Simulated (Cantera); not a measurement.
What does this Cantera script print?

```python
import numpy as np
import cantera as ct

gas_names = """
    CL CL2 H HCL H2 N NH NH2 NH3 N2 N2H2 N2H4 Si SiCL SiCL2 SiCL3 SiCL4 SiH SiHCL3 SiH2 SiH2CL2 SiH3
    SiH3CL SiH4 SiN Si2 Si2N Si3
""".split()
cond_names = """
    NH4CL(a) NH4CL(b) Si(cr) Si(L) Si3N4(a)
""".split()


# ... load() reads the species with a 1 bar reference pressure and builds the phases ...
atoms = {
    'SiH2Cl2': {'Si': 1, 'H': 2, 'CL': 2},
    'HCl': {'H': 1, 'CL': 1},
    'N2': {'N': 2},
}
top_T = {'Si3N4(a)': 2400}  # K; cautious upper limits of use, not melting points


# ... equilibrate(T, P, feed) seeds the gas with the atoms and calls Mixture.equilibrate('TP', solver="vcs", rtol=1e-11, max_steps=5000) ...
results = []
feed = {'SiH2Cl2': 1, 'HCl': 4.2, 'N2': 26}  # mol
P = 130  # Pa
for T in [975, 1025, 1075, 1125, 1175, 1225, 1275, 1325, 1375, 1425, 1475]:
    mix = equilibrate(T, P, feed)
    results.append((T, P, feed, dict(zip(mix.species_names, mix.species_moles))))

top = {s: max(r[3][s] / sum(r[3][g] for g in gas_names) for r in results) for s in gas_names}
cols = sorted((s for s in top if top[s] > 0.0001), key=lambda s: -top[s])[:7]
seen = [c for c in cond_names if any(r[3].get(c, 0) > 1e-12 for r in results)]
print("log10 of partial pressures in bar; condensed amounts in mol")
print(f"{'T/K':>10s}" + "".join(f"{s[:9]:>10s}" for s in cols + seen))
for T, P, feed, n in results:
    ng = sum(n[g] for g in gas_names)
    print(f"{T:10.4g}" + "".join(f"{np.log10(max(n[s] / ng * P / 1e5, 1e-99)):10.3f}" for s in cols)
          + "".join(f"{n.get(c, 0):10.4g}" for c in seen))
```

It prints:

```
log10 of partial pressures in bar; condensed amounts in mol
       T/K        N2       HCL        H2     SiCL2     SiCL4     SiCL3        CL  Si3N4(a)
       975    -2.973    -3.752    -4.400    -8.438    -4.702    -7.296   -10.520    0.1729
      1025    -2.974    -3.744    -4.418    -7.710    -4.722    -6.876    -9.931    0.1791
      1075    -2.974    -3.737    -4.434    -7.053    -4.742    -6.497    -9.398    0.1839
      1125    -2.974    -3.733    -4.447    -6.459    -4.766    -6.157    -8.913    0.1864
      1175    -2.975    -3.730    -4.456    -5.922    -4.800    -5.856    -8.472    0.1843
      1225    -2.975    -3.731    -4.456    -5.445    -4.861    -5.602    -8.074    0.1723
      1275    -2.976    -3.739    -4.441    -5.036    -4.977    -5.413    -7.722    0.1411
      1325    -2.976    -3.760    -4.401    -4.711    -5.189    -5.318    -7.422   0.08203
      1375    -2.977    -3.797    -4.338    -4.484    -5.520    -5.333    -7.175         0
      1425    -2.978    -3.787    -4.359    -4.451    -5.837    -5.442    -6.861         0
      1475    -2.978    -3.781    -4.371    -4.432    -6.158    -5.561    -6.575         0
```

Equilibrium computed with Cantera from the NASA thermochemical tables; the gas is ideal and each condensed phase is pure. N2 is the only nitrogen source here; it is nearly inert below about 1500 K, so the nitride shown seldom forms there in practice. The tables' values for SiCl3 are old estimates; treat these amounts as uncertain.
